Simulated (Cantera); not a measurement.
A freely propagating, adiabatic, planar premixed flame of 12.0 % CH4, 18.5 % O2, 69.5 % N2, equivalence ratio 1.3, unburnt at 300 K and 0.671 atm; mixture-averaged transport, grid criteria slope 0.08 and curve 0.16, no radiation.

Detailed kinetics in Cantera: GRI-Mech 3.0 (53 species, 325 reactions). Burning velocities carry a grid error of a few per cent, more on coarse grids.

**Question.** Predict: laminar burning velocity; thermal thickness; peak x(HCO); peak x(C2H6); peak x(OH).

**Answer.** 
```json
{
 "laminar_burning_velocity": "29.2 cm/s",
 "thermal_thickness": "0.778 mm",
 "peak x(HCO)": "2.73e-5",
 "peak x(C2H6)": "0.00155",
 "peak x(OH)": "0.00284"
}
```
